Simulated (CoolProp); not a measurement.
Vapour-liquid equilibrium of R152A (1) + n-butane (2) at 584 kPa; x and y are mole fractions of (1).

Computed with CoolProp (multi-fluid Helmholtz-energy mixture model, Outcalt 1996 and Bücker 2006; pair parameters Bell 2016).

```
x      bubble temperature, mixture model (K)  bubble temperature, Raoult's law (K)  y, mixture model  y, Raoult's law
-----  -------------------------------------  ------------------------------------  ----------------  ---------------
0.05                                   320.3                                 326.9             0.223            0.111
0.125                                  311.4                                 323.4             0.414            0.253
0.2                                    306.1                                 320.1             0.518            0.373
0.275                                  302.9                                 317.1             0.580            0.476
0.35                                   300.8                                 314.4             0.623            0.564
0.425                                  299.4                                 311.9             0.656            0.640
0.5                                    298.3                                 309.6             0.684            0.707
0.575                                  297.5                                 307.4             0.710            0.766
0.65                                   296.9                                 305.4             0.739            0.818
0.725                                  296.4                                 303.5             0.771            0.865
0.8                                    296.1                                 301.7             0.811            0.907
0.875                                  296.2                                 300.0             0.863            0.945
0.95                                   296.7                                 298.5             0.935            0.979
```

The largest gap from Raoult's law is -14.2 K in bubble temperature, at x = 0.275. y crosses x between x = 0.8 and 0.875: the model has an azeotrope there.

Pair parameters are fitted to limited data, so mixtures are less certain than the pure fluids.
